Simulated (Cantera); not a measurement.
## Thermodynamics of titanium nitride, carbide and oxide coatings, feed Ti(OiPr)₄ + H₂

Feed: 1 mol Ti(OiPr)₄, 7.1 mol H₂, at 1052 °C and 465 Torr.

Cantera equilibrium calculation (NASA polynomials, part measured and part estimated; ideal gas, pure solids and liquids). Candidate condensed phases: C, C₆H₆, C₇H₈, C₈H₁₈, H₂O, Ti, TiC, TiO, TiO₂, Ti₂O₃, Ti₃O₅, Ti₄O₇; 113 gas species. The feed counts by its element totals alone. Rates play no part.

* **x(H₂)**: 0.897
* **x(CO)**: 0.0995
* **x(CH₄)**: 0.00335
* **x(H₂O)**: 0.000398
* **x(CO₂)**: 2.37e-5
* **x(H)**: 1.97e-6
* **n(C(graphite))**: 9.60 mol
* **n(Ti₃O₅(s))**: 0.333 mol
* **gas amount**: 23.35 mol
* **log10 activity of Ti₄O₇(s) (absent)**: -0.08
* **log10 activity of Ti₂O₃(s) (absent)**: -0.22
* **log10 activity of Ti(β) (absent)**: -7.59
